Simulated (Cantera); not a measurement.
Charge: 1 mol CO, 0.03 mol CO₂, at 2823 K and 7.50 Torr.

These are equilibrium values from Cantera (NASA tables, ideal gas, pure condensed phases), not measurements of a reactor. Candidate condensed phases: C; 12 gas species. Kinetics and transport are ignored.

Base state: CO 0.972, O 0.0139, CO₂ 0.0137, O₂ 0.000551 (mole fractions); condensed: gas only.

### Question
What changes in the equilibrium state with this change: temperature from 2823 K to 2223 K?

### Answer
```
species    before    after
-------  --------  -------
CO          0.972    0.971
CO₂        0.0137   0.0290
O          0.0139  6.59e-5
O₂       0.000551  4.45e-6
```

### Question
What changes in the equilibrium state with this change: CO₂ from 0.03 to 1.1 mol?

### Answer
```json
[
 {"species": "CO", "before": "0.972", "after": "0.666"},
 {"species": "O", "before": "0.0139", "after": "0.158"},
 {"species": "CO₂", "before": "0.0137", "after": "0.106"},
 {"species": "O₂", "before": "0.000551", "after": "0.0704"}
]
```

### Question
What changes in the equilibrium state with this change: 0.0014 mol H₂ added?

### Answer
| species | before | after |
|---|---|---|
| CO | 0.972 | 0.969 |
| O | 0.0139 | 0.0139 |
| CO₂ | 0.0137 | 0.0136 |
| H | 0 | 0.00258 |
| OH | 0 | 7.28e-5 |
| O₂ | 0.000551 | 0.000547 |
Further candidate phases: C₆H₆, C₇H₈, C₈H₁₈, H₂O.
